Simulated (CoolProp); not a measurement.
Vapour-liquid equilibrium of carbon dioxide (1) + dimethyl ether (2) at -5.85 °C; x and y are mole fractions of (1).

Model: multi-fluid Helmholtz-energy mixture model, Span 1996 and Wu 2011; pair parameters Bell 2016, in CoolProp.

```
x     bubble pressure (MPa)  y at the bubble point  dew pressure at overall composition x (MPa)  liquid density (mol/L)
----  ---------------------  ---------------------  -------------------------------------------  ----------------------
0.05                 0.3019                  0.304                                       0.2268                   15.68
0.2                  0.5925                  0.684                                       0.2659                       …
0.35                 0.9349                  0.828                                            …                       …
0.5                   1.329                  0.901                                       0.4041                       …
0.65                  1.772                      …                                       0.5456                   19.77
0.8                       …                  0.972                                       0.8414                       …
0.95                  2.785                  0.994                                            …                   21.66
```

Complete the blanks.


- 0.2, liquid density (mol/L): 16.62
- 0.35, dew pressure at overall composition x (MPa): 0.3208
- 0.35, liquid density (mol/L): 17.63
- 0.5, liquid density (mol/L): 18.69
- 0.65, y at the bubble point: 0.944
- 0.8, bubble pressure (MPa): 2.257
- 0.8, liquid density (mol/L): 20.82
- 0.95, dew pressure at overall composition x (MPa): 1.858

No azeotrope shows between x = 0.05 and 0.95.

Pair parameters are fitted to limited data, so mixtures are less certain than the pure fluids.
